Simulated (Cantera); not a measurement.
What does this Cantera script print?

```python
import numpy as np
import cantera as ct

gas_names = [...]  # 58 gases of nasa_gas.yaml made of F, H, N, O, Si
cond_names = """
    H2O(s) H2O(L) Si(cr) Si(L) SiO2(Lqz) SiO2(hqz) SiO2(L) Si2N2O(s) Si3N4(a)
""".split()


# ... load() reads the species with a 1 bar reference pressure and builds the phases ...
atoms = {
    'SiF4': {'Si': 1, 'F': 4},
    'N2O': {'N': 2, 'O': 1},
    'H2': {'H': 2},
}
top_T = {'Si2N2O(s)': 2100, 'Si3N4(a)': 2400}  # K; cautious upper limits of use, not melting points


# ... equilibrate(T, P, feed) seeds the gas with the atoms and calls Mixture.equilibrate('TP', solver="vcs", rtol=1e-11, max_steps=5000) ...
results = []
feed = {'SiF4': 1, 'N2O': 8.8, 'H2': 80}  # mol
P = 12000  # Pa
for T in [1525, 1600, 1675, 1750, 1825, 1900, 1975, 2050]:
    mix = equilibrate(T, P, feed)
    results.append((T, P, feed, dict(zip(mix.species_names, mix.species_moles))))
    x = sorted(zip(gas.X, gas.species_names), reverse=True)
    print(f"T = {T:g} K  P = {P:g} Pa  gas = {mix.phase_moles(0):.4g} mol")
    print("   x: " + "  ".join(f"{s} {v:.3e}" for v, s in x if v > 1e-06))
    print("   condensed (mol): " + ("  ".join(f"{mix.phase(i).name} {mix.phase_moles(i):.4g}"
          for i in range(1, mix.n_phases) if mix.phase_moles(i) > 1e-12) or "none"))
```

It prints:

```
T = 1525 K  P = 12000 Pa  gas = 90.8 mol
   x: H2 7.841e-01  N2 9.691e-02  H2O 7.490e-02  HF 4.404e-02  H 6.047e-05  SiF4 4.049e-06  NH3 1.492e-06
   condensed (mol): SiO2(hqz) 0.9996
T = 1600 K  P = 12000 Pa  gas = 90.81 mol
   x: H2 7.840e-01  N2 9.691e-02  H2O 7.489e-02  HF 4.404e-02  H 1.390e-04  SiF4 2.698e-06  SiO 2.238e-06  NH3 1.211e-06
   condensed (mol): SiO2(hqz) 0.9995
T = 1675 K  P = 12000 Pa  gas = 90.81 mol
   x: H2 7.839e-01  N2 9.690e-02  H2O 7.489e-02  HF 4.404e-02  H 2.967e-04  SiO 1.368e-05  SiF4 1.861e-06  OH 1.371e-06  NH3 1.001e-06
   condensed (mol): SiO2(hqz) 0.9986
T = 1750 K  P = 12000 Pa  gas = 90.83 mol
   x: H2 7.835e-01  N2 9.688e-02  H2O 7.493e-02  HF 4.403e-02  H 5.943e-04  SiO 6.997e-05  OH 3.332e-06  SiF4 1.300e-06
   condensed (mol): SiO2(L) 0.9935
T = 1825 K  P = 12000 Pa  gas = 90.88 mol
   x: H2 7.826e-01  N2 9.683e-02  H2O 7.513e-02  HF 4.401e-02  H 1.125e-03  SiO 3.079e-04  OH 7.547e-06
   condensed (mol): SiO2(L) 0.9719
T = 1900 K  P = 12000 Pa  gas = 91 mol
   x: H2 7.802e-01  N2 9.670e-02  H2O 7.590e-02  HF 4.395e-02  H 2.023e-03  SiO 1.187e-03  OH 1.617e-05
   condensed (mol): SiO2(L) 0.8918
T = 1975 K  P = 12000 Pa  gas = 91.32 mol
   x: H2 7.739e-01  N2 9.636e-02  H2O 7.842e-02  HF 4.379e-02  SiO 3.988e-03  H 3.475e-03  OH 3.355e-05  SiO2 1.376e-06  SiF3 1.009e-06
   condensed (mol): SiO2(L) 0.6355
T = 2050 K  P = 12000 Pa  gas = 92.07 mol
   x: H2 7.597e-01  N2 9.558e-02  H2O 8.465e-02  HF 4.344e-02  SiO 1.085e-02  H 5.708e-03  OH 6.951e-05  SiO2 4.646e-06  SiF2 1.119e-06  SiF3 1.038e-06
   condensed (mol): none
```

Method: chemical equilibrium by Gibbs-energy minimisation in Cantera with the NASA 1993 tables (ideal gas, pure condensed phases). The tables hold silica as quartz up to 1696 K and as liquid above; real silica turns to tridymite and cristobalite and melts near 1996 K.
